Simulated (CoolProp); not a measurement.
Properties of ethylene along the isobar 29.9 MPa.

Values from CoolProp's reference Helmholtz-energy equation of state, Smukala 2000.

```csv
T (K),phase,Joule-Thomson coefficient (K/MPa),isothermal compressibility (1/MPa),expansivity (1/kK)
244.2,liquid,-0.3301,0.002916,2.474
264.3,liquid,-0.2474,0.003781,2.689
284.5,supercritical,-0.1442,0.004950,2.937
304.7,supercritical,-0.01995,0.006504,3.209
324.9,supercritical,0.1239,0.008508,3.485
345.1,supercritical,0.2816,0.01096,3.729
365.3,supercritical,0.4411,0.01374,3.899
385.5,supercritical,0.5864,0.01660,3.959
405.7,supercritical,0.7039,0.01928,3.907
425.9,supercritical,0.7858,0.02157,3.764
```
